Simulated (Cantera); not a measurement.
A Cantera script and what it prints.

```python
import numpy as np
import cantera as ct

gas_names = """
    B BH BH2 BH3 BN B2 H H2 N NH NH2 NH3 N2 N2H2 N2H4
""".split()
cond_names = """
    B(b) B(L) BN(s)
""".split()


def load(file, names, dense=False):
    # The tables refer to 1 bar. Condensed volumes are neglected.
    table = {s.name: s for s in ct.Species.list_from_file(file)}
    out = []
    for n in names:
        d = dict(table[n].input_data)
        d["thermo"] = dict(d["thermo"], **{"reference-pressure": 1e5})
        if dense:
            d["equation-of-state"] = {"model": "constant-volume", "density": "1e6 g/cm^3"}
        out.append(ct.Species.from_dict(d))
    return out


gas = ct.Solution(thermo="ideal-gas", species=load("nasa_gas.yaml", gas_names))
cond = {s.name: ct.Solution(thermo="fixed-stoichiometry", species=[s], name=s.name)
        for s in load("nasa_condensed.yaml", cond_names, dense=True)}
atoms = {
    'borazine': {'B': 3, 'N': 3, 'H': 6},
    'H2': {'H': 2},
}
top_T = {'BN(s)': 3200}  # K; cautious upper limits of use, not melting points


def equilibrate(T, P, feed):
    n = {}
    for name, mol in feed.items():
        for a, k in atoms[name].items():
            n[a] = n.get(a, 0.0) + k * mol
    gas.TPX = T, P, n
    mass = sum(n.values()) * gas.mean_molecular_weight
    gas.equilibrate("TP")
    valid = [c for c in cond.values() if c.min_temp <= T <= top_T.get(c.name, c.max_temp)]
    mix = ct.Mixture([(gas, mass / gas.mean_molecular_weight)] + [(c, 0.0) for c in valid])
    mix.T, mix.P = T, P
    mix.equilibrate("TP", solver="vcs", rtol=1e-11, max_steps=5000)
    return mix


results = []
feed = {'borazine': 1, 'H2': 6.1}  # mol
T = 1398  # K
P = 14000  # Pa
mix = equilibrate(T, P, feed)
results.append((T, P, feed, dict(zip(mix.species_names, mix.species_moles))))
x = sorted(zip(gas.X, gas.species_names), reverse=True)
print(f"T = {T:g} K  P = {P:g} Pa  gas = {mix.phase_moles(0):.4g} mol")
print("   x: " + "  ".join(f"{s} {v:.3e}" for v, s in x if v > 0.0001))
print("   condensed (mol): " + ("  ".join(f"{mix.phase(i).name} {mix.phase_moles(i):.4g}"
      for i in range(1, mix.n_phases) if mix.phase_moles(i) > 1e-12) or "none"))
```

Result:

```
T = 1398 K  P = 14000 Pa  gas = 9.1 mol
   x: H2 1.000e+00
   condensed (mol): BN(s) 3
```

Method: chemical equilibrium by Gibbs-energy minimisation in Cantera with the NASA 1993 tables (ideal gas, pure condensed phases). The feed counts by its element totals alone.
